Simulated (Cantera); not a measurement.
Cantera run:

```python
import numpy as np
import cantera as ct

gas_names = """
    CL CL2 H HCL H2 Si SiCL SiCL2 SiCL3 SiCL4 SiH SiHCL3 SiH2 SiH2CL2 SiH3 SiH3CL SiH4 Si2 Si3
""".split()
cond_names = """
    Si(cr) Si(L)
""".split()


# ... load() reads the species with a 1 bar reference pressure and builds the phases ...
atoms = {
    'Si': {'Si': 1},
    'Cl2': {'CL': 2},
    'H2': {'H': 2},
}
top_T = {}  # K; cautious upper limits of use, not melting points


# ... equilibrate(T, P, feed) seeds the gas with the atoms and calls Mixture.equilibrate('TP', solver="gibbs", rtol=1e-10, max_steps=50000) ...
results = []
P = 25000  # Pa
for T in [673, 773, 873, 973, 1073, 1173, 1273, 1373, 1473, 1573, 1673]:
    for m in [0.85, 1.1, 1.4, 1.9, 2.4, 3.2, 4.1, 5.4]:
        feed = {'Si': 1, 'Cl2': 1.5, 'H2': m}  # mol
        mix = equilibrate(T, P, feed)
        results.append((T, P, feed, dict(zip(mix.species_names, mix.species_moles))))

for T, P, feed, n in results:
    print(f"{T:7g} {feed['H2']:10.4g}  " + (" + ".join(c for c in cond_names if n.get(c, 0) > 1e-12) or "gas only"))
```

It prints:

```
    673       0.85  Si(cr)
    673        1.1  Si(cr)
    673        1.4  Si(cr)
    673        1.9  Si(cr)
    673        2.4  Si(cr)
    673        3.2  Si(cr)
    673        4.1  Si(cr)
    673        5.4  Si(cr)
    773       0.85  Si(cr)
    773        1.1  Si(cr)
    773        1.4  Si(cr)
    773        1.9  Si(cr)
    773        2.4  Si(cr)
    773        3.2  Si(cr)
    773        4.1  Si(cr)
    773        5.4  Si(cr)
    873       0.85  Si(cr)
    873        1.1  Si(cr)
    873        1.4  Si(cr)
    873        1.9  Si(cr)
    873        2.4  Si(cr)
    873        3.2  Si(cr)
    873        4.1  Si(cr)
    873        5.4  Si(cr)
    973       0.85  Si(cr)
    973        1.1  Si(cr)
    973        1.4  Si(cr)
    973        1.9  Si(cr)
    973        2.4  Si(cr)
    973        3.2  Si(cr)
    973        4.1  Si(cr)
    973        5.4  Si(cr)
   1073       0.85  Si(cr)
   1073        1.1  Si(cr)
   1073        1.4  Si(cr)
   1073        1.9  Si(cr)
   1073        2.4  Si(cr)
   1073        3.2  Si(cr)
   1073        4.1  Si(cr)
   1073        5.4  Si(cr)
   1173       0.85  Si(cr)
   1173        1.1  Si(cr)
   1173        1.4  Si(cr)
   1173        1.9  Si(cr)
   1173        2.4  Si(cr)
   1173        3.2  Si(cr)
   1173        4.1  Si(cr)
   1173        5.4  Si(cr)
   1273       0.85  Si(cr)
   1273        1.1  Si(cr)
   1273        1.4  Si(cr)
   1273        1.9  Si(cr)
   1273        2.4  Si(cr)
   1273        3.2  Si(cr)
   1273        4.1  Si(cr)
   1273        5.4  Si(cr)
   1373       0.85  Si(cr)
   1373        1.1  Si(cr)
   1373        1.4  Si(cr)
   1373        1.9  Si(cr)
   1373        2.4  Si(cr)
   1373        3.2  Si(cr)
   1373        4.1  Si(cr)
   1373        5.4  Si(cr)
   1473       0.85  Si(cr)
   1473        1.1  Si(cr)
   1473        1.4  Si(cr)
   1473        1.9  Si(cr)
   1473        2.4  Si(cr)
   1473        3.2  Si(cr)
   1473        4.1  Si(cr)
   1473        5.4  Si(cr)
   1573       0.85  gas only
   1573        1.1  gas only
   1573        1.4  gas only
   1573        1.9  gas only
   1573        2.4  gas only
   1573        3.2  Si(cr)
   1573        4.1  Si(cr)
   1573        5.4  Si(cr)
   1673       0.85  gas only
   1673        1.1  gas only
   1673        1.4  gas only
   1673        1.9  gas only
   1673        2.4  gas only
   1673        3.2  gas only
   1673        4.1  Si(cr)
   1673        5.4  Si(cr)
```

Equilibrium computed with Cantera from the NASA thermochemical tables; the gas is ideal and each condensed phase is pure. The tables' values for SiCl3 are old estimates.
